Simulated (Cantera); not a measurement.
# PbO + H2 (iron carbonyl, mercury and lead vapours)

A closed system holds: 1 mol PbO, 0.82 mol H2, equilibrated at 4.40 bar.

Cantera equilibrium calculation (NASA polynomials, part measured and part estimated; ideal gas, pure solids and liquids). Candidate condensed phases: H2O, Pb, PbO, PbO2, Pb3O4; 12 gas species. Each liquid is taken as pure. Mutual solubility and eutectic melting of coexisting phases are not modelled. Gases not in the tables: (PbO)n polymers. Equilibrium is a limit: real reactors are often held back by kinetics, nucleation or transport.

```tsv
T (°C)	x H2O	x Pb	x H2	x PbO	x OH	n Pb(l)	n PbO(yellow)	n PbO(l)
700	1.000	1.99e-6	0.000133	2.75e-8	7.97e-11	0.820	0.180	0
750	1.000	6.06e-6	0.000160	1.46e-7	4.11e-10	0.820	0.180	0
800	1.000	1.66e-5	0.000189	6.61e-7	1.82e-9	0.820	0.180	0
850	1.000	4.15e-5	0.000222	2.60e-6	7.02e-9	0.820	0.180	0
900	1.000	9.59e-5	0.000265	8.78e-6	2.38e-8	0.820	0	0.180
950	0.999	0.000206	0.000340	2.47e-5	7.00e-8	0.820	0	0.180
1000	0.999	0.000417	0.000429	6.35e-5	1.89e-7	0.819	0	0.180
1050	0.999	0.000799	0.000535	0.000152	4.72e-7	0.819	0	0.180
1100	0.998	0.00146	0.000657	0.000338	1.10e-6	0.818	0	0.180
```
x: gas mole fraction; n: condensed amount in mol.

From 700 °C to 850 °C the condensed part is Pb(l) + PbO(yellow). From 900 °C to 1100 °C the condensed part is Pb(l) + PbO(l).
